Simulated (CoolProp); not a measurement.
The numbers come from the reference Helmholtz-energy equation of state, Thol 2021 in CoolProp.

Problem. For chlorine, give the phase and the cp (kJ/(kg K)), speed of sound (m/s) at 397.8 K and 0.413 bar.

Solution. 
- 397.8 K and 0.413 bar: gas; cp 0.499, speed of sound 247
